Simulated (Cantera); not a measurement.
An isothermal, constant-pressure homogeneous reactor starts with NO : N2 = 1 : 1.5 (molar parts), at 2000 K and 0.0263 atm.

Detailed kinetics in Cantera: GRI-Mech 3.0 (53 species, 325 reactions). Radical loss at walls, strong at low pressure, is not modelled.

Predict: x(NO) at 20.0 s; x(N2) at 20.0 s; x(O2) at 20.0 s; x(O) at 20.0 s; x(N2O) at 20.0 s; x(NO2) at 20.0 s.


| Item | Value |
|---|---|
| x(NO) at 20.0 s | 0.0516 (gas-phase equilibrium 0.00745) |
| x(N2) at 20.0 s | 0.773 (gas-phase equilibrium 0.796) |
| x(O2) at 20.0 s | 0.173 (gas-phase equilibrium 0.195) |
| x(O) at 20.0 s | 0.00172 (gas-phase equilibrium 0.00182) |
| x(N2O) at 20.0 s | 7.68e-7 (gas-phase equilibrium 6.87e-8) |
| x(NO2) at 20.0 s | 1.32e-5 (gas-phase equilibrium 2.02e-6) |
